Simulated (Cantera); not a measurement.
Charge: 1 mol CF₄, a varied amount of H₂, at 1950 °C and 0.0340 bar.

Equilibrium computed with Cantera from the NASA thermochemical tables; the gas is ideal and each condensed phase is pure. Candidate condensed phases: C, C₆H₆, C₇H₈, C₈H₁₈; 95 gas species. Gases not in the tables: C₂F₆ and larger saturated fluorocarbons. The numbers say what is thermodynamically allowed, not how fast it happens.

Question: Which condensed phases are stable at each of these points (n(H₂) (mol)): 0.12, 0.15, 0.18, 0.22, 0.27, 0.34, 0.41, 0.5, 0.61, 0.75?

Answer: 
```tsv
n(H₂) (mol)	condensed phases	C condensed (%)
0.12	gas only	0.0
0.15	gas only	0.0
0.18	gas only	0.0
0.22	gas only	0.0
0.27	gas only	0.0
0.34	C(graphite)	3.1
0.41	C(graphite)	6.7
0.5	C(graphite)	11.4
0.61	C(graphite)	17.3
0.75	C(graphite)	24.9
```

From 0.12 mol H₂ to 0.27 mol H₂ nothing is condensed. From 0.34 mol H₂ to 0.75 mol H₂ the condensed part is C(graphite).
